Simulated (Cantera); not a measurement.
A closed system holds: 1 mol Cr₂O₃, 1700 mol H₂, 0.063 mol H₂O, at 1825 K and 0.640 bar.

These are equilibrium values from Cantera (NASA tables, ideal gas, pure condensed phases), not measurements of a reactor. Candidate condensed phases: Cr, Cr₂O₃, H₂O; 13 gas species. Kinetics and transport are ignored.

Base state: H₂ 0.997, H₂O 0.00180, H 0.000550, Cr 0.000205 (mole fractions); condensed: Cr(s).

Task: What changes in the equilibrium state with this change: temperature from 1825 K to 2273 K?

Result: 
```
species       before    after
----------  --------  -------
H₂             0.997    0.987
H           0.000550   0.0104
H₂O          0.00180  0.00179
Cr          0.000205  0.00117
Cr(s), mol      1.65        0
```
